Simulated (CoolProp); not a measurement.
Vapour-liquid equilibrium of ethylbenzene (1) + m-xylene (2) at 174.85 °C; x and y are mole fractions of (1).

The numbers come from the multi-fluid Helmholtz-energy mixture model, Zhou 2012 and Zhou 2012; pair parameters Bell 2016 in CoolProp.

```tsv
x	bubble pressure, mixture model (kPa)	bubble pressure, Raoult's law (kPa)	y, mixture model	y, Raoult's law
0.05	243.3	243.2	0.053	0.053
0.125	244.7	244.4	0.133	0.132
0.2	246.1	245.5	0.211	0.210
0.275	247.4	246.7	0.288	0.288
0.35	248.7	247.9	0.364	0.364
0.425	250.0	249.1	0.440	0.440
0.5	251.2	250.3	0.514	0.516
0.575	252.4	251.5	0.589	0.590
0.65	253.5	252.6	0.662	0.664
0.725	254.6	253.8	0.735	0.737
0.8	255.6	255.0	0.808	0.810
0.875	256.6	256.2	0.880	0.882
0.95	257.6	257.4	0.952	0.953
```

The largest gap from Raoult's law is +0.4 % in bubble pressure, at x = 0.5. No azeotrope shows between x = 0.05 and 0.95.

Pair parameters are fitted to limited data, so mixtures are less certain than the pure fluids.
